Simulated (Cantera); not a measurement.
An isothermal, constant-pressure homogeneous reactor starts with CO : O2 : H2O : N2 = 0.016 : 0.0085 : 0.00013 : 1 (molar parts), equivalence ratio 0.94, at 1200 K and 1.00 bar. Integrator tolerance rtol = 1e-08.

Model: GRI-Mech 3.0 (53 species, 325 reactions), integrated in Cantera.

What does this change do: temperature 1200 to 1425 K?


```json
[
 {"quantity": "x(CO) at 4.00 s", "before": "9.68e-6 (gas-phase equilibrium 1.25e-8)", "after": "3.00e-5 (gas-phase equilibrium 1.09e-6)"},
 {"quantity": "x(O2) at 4.00 s", "before": "0.000495 (gas-phase equilibrium 0.000487)", "after": "0.000499 (gas-phase equilibrium 0.000470)"},
 {"quantity": "x(H2O) at 4.00 s", "before": "0.000128 (gas-phase equilibrium 0.000128)", "after": "0.000127 (gas-phase equilibrium 0.000128)"},
 {"quantity": "x(O) at 4.00 s", "before": "2.25e-7 (gas-phase equilibrium 5.56e-10)", "after": "7.85e-7 (gas-phase equilibrium 3.03e-8)"},
 {"quantity": "x(N2O) at 4.00 s", "before": "5.69e-7 (gas-phase equilibrium 8.28e-10)", "after": "7.91e-8 (gas-phase equilibrium 3.10e-9)"},
 {"quantity": "x(NO2) at 4.00 s", "before": "2.83e-8 (gas-phase equilibrium 8.57e-9)", "after": "3.48e-8 (gas-phase equilibrium 1.42e-8)"},
 {"quantity": "x(NO) at 4.00 s", "before": "2.11e-6 (gas-phase equilibrium 1.06e-5)", "after": "1.46e-5 (gas-phase equilibrium 4.42e-5)"}
]
```

What does this change do: temperature 1200 to 1075 K?


```tsv
quantity	before	after
x(CO) at 4.00 s	9.68e-6 (gas-phase equilibrium 1.25e-8)	0.000154 (gas-phase equilibrium 4.66e-10)
x(O2) at 4.00 s	0.000495 (gas-phase equilibrium 0.000487)	0.000568 (gas-phase equilibrium 0.000490)
x(H2O) at 4.00 s	0.000128 (gas-phase equilibrium 0.000128)	0.000127 (gas-phase equilibrium 0.000128)
x(O) at 4.00 s	2.25e-7 (gas-phase equilibrium 5.56e-10)	1.08e-6 (gas-phase equilibrium 2.92e-11)
x(N2O) at 4.00 s	5.69e-7 (gas-phase equilibrium 8.28e-10)	1.07e-6 (gas-phase equilibrium 3.13e-10)
x(NO2) at 4.00 s	2.83e-8 (gas-phase equilibrium 8.57e-9)	7.61e-9 (gas-phase equilibrium 5.83e-9)
x(NO) at 4.00 s	2.11e-6 (gas-phase equilibrium 1.06e-5)	4.78e-7 (gas-phase equilibrium 3.66e-6)
```

What does this change do: pressure from 1.00 bar to 100.0 Torr?


| quantity | before | after |
|---|---|---|
| x(CO) at 4.00 s | 9.68e-6 (gas-phase equilibrium 1.25e-8) | 0.000528 (gas-phase equilibrium 3.43e-8) |
| x(O2) at 4.00 s | 0.000495 (gas-phase equilibrium 0.000487) | 0.000741 (gas-phase equilibrium 0.000487) |
| x(H2O) at 4.00 s | 0.000128 (gas-phase equilibrium 0.000128) | 0.000116 (gas-phase equilibrium 0.000128) |
| x(O) at 4.00 s | 2.25e-7 (gas-phase equilibrium 5.56e-10) | 3.13e-5 (gas-phase equilibrium 1.52e-9) |
| x(N2O) at 4.00 s | 5.69e-7 (gas-phase equilibrium 8.28e-10) | 7.47e-8 (gas-phase equilibrium 3.02e-10) |
| x(NO2) at 4.00 s | 2.83e-8 (gas-phase equilibrium 8.57e-9) | 9.08e-10 (gas-phase equilibrium 3.13e-9) |
| x(NO) at 4.00 s | 2.11e-6 (gas-phase equilibrium 1.06e-5) | 5.66e-6 (gas-phase equilibrium 1.06e-5) |
